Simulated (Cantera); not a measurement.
Charge: 1 mol Si, 3.5 mol N2O, 3.9 mol N2, at 10.0 Torr.

These are equilibrium values from Cantera (NASA tables, ideal gas, pure condensed phases), not measurements of a reactor. Candidate condensed phases: Si, SiO2, Si2N2O, Si3N4; 16 gas species. The tables hold silica as quartz up to 1696 K and as liquid above; real silica turns to tridymite and cristobalite and melts near 1996 K. Rates play no part. All values below are at 1348 K.

Base state: N2 0.908, O2 0.0918, NO 0.000380 (mole fractions); condensed: SiO2(β-quartz).

Task: What changes in the equilibrium state with this change: Si replaced by Si3N4?

Result: 
| species | before | after |
|---|---|---|
| N2 | 0.908 | 1.000 |
| NO | 0.000380 | <1e-9 |
| O2 | 0.0918 | <1e-9 |
| SiO2(β-quartz), mol | 1.00 | 1.33 |
| Si2N2O(s), mol | 0 | 0.833 |
Mutual solubility and eutectic melting of coexisting phases are not modelled.
